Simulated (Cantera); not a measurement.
**Si + HCl + N₂ (silicon etching in halogen gases)**

Charge: 1 mol Si, 8.9 mol HCl, 30 mol N₂, at 573 K and 13.3 mbar.

Cantera equilibrium calculation (NASA polynomials, part measured and part estimated; ideal gas, pure solids and liquids). Candidate condensed phases: NH₄Cl, Si, Si₃N₄; 28 gas species. Rates play no part.

```yaml
x(N₂): 0.792
x(HCl): 0.129
x(H₂): 0.0528
x(SiCl₄): 0.0264
x(NH₃): 9.71e-6
gas_amount: 37.90 mol
log10 activity of Si(s) (absent): -16.51
```
